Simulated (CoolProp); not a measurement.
Vapour-liquid equilibrium of n-heptane (1) + p-xylene (2) at 0.908 MPa; x and y are mole fractions of (1).

Values from CoolProp's multi-fluid Helmholtz-energy mixture model, Span 2003 and Zhou 2012; pair parameters Bell 2016.

**Question.** Give the bubble temperature and the first vapour's composition at x = 0.2, 0.35, 0.5. Is there an azeotrope?

**Answer.** x = 0.2: 503.0 K, y = 0.331; x = 0.35: 494.4 K, y = 0.508; x = 0.5: 487.2 K, y = 0.650. No azeotrope shows between x = 0.05 and 0.95.

Pair parameters are fitted to limited data, so mixtures are less certain than the pure fluids.
